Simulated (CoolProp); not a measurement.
Carbonyl sulfide along the isobar 5340 kPa: Z from the reference equation and from simpler models built on Tc = 378.8 K, pc = 6369 kPa, ω = 0.098; each cubic takes its own stable root.

Computed with CoolProp (reference Helmholtz-energy equation of state, Lemmon 2006). It is a short technical equation, of lower accuracy than the large ones.

```json
[
 {"T (K)": "355.8", "phase": "liquid", "reference": "0.1376", "van der Waals": "…", "Peng-Robinson": "…"},
 {"T (K)": "384.3", "phase": "gas", "reference": "…", "van der Waals": "0.6690", "Peng-Robinson": "0.6153"},
 {"T (K)": "412.8", "phase": "gas", "reference": "…", "van der Waals": "0.7500", "Peng-Robinson": "0.7223"},
 {"T (K)": "441.3", "phase": "gas", "reference": "…", "van der Waals": "0.8012", "Peng-Robinson": "0.7866"},
 {"T (K)": "469.8", "phase": "gas", "reference": "0.8489", "van der Waals": "0.8377", "Peng-Robinson": "0.8313"},
 {"T (K)": "498.3", "phase": "gas", "reference": "…", "van der Waals": "0.8652", "Peng-Robinson": "0.8644"},
 {"T (K)": "526.8", "phase": "gas", "reference": "0.9033", "van der Waals": "0.8866", "Peng-Robinson": "0.8897"},
 {"T (K)": "555.3", "phase": "gas", "reference": "0.9215", "van der Waals": "0.9038", "Peng-Robinson": "0.9097"},
 {"T (K)": "583.8", "phase": "gas", "reference": "0.9360", "van der Waals": "0.9178", "Peng-Robinson": "0.9257"},
 {"T (K)": "612.3", "phase": "gas", "reference": "0.9477", "van der Waals": "0.9293", "Peng-Robinson": "0.9388"}
]
```

Task: What belongs in the gaps?

Result: 
- 355.8, van der Waals: 0.2147
- 355.8, Peng-Robinson: 0.1417
- 384.3, reference: 0.6348
- 412.8, reference: 0.7435
- 441.3, reference: 0.8063
- 498.3, reference: 0.8798
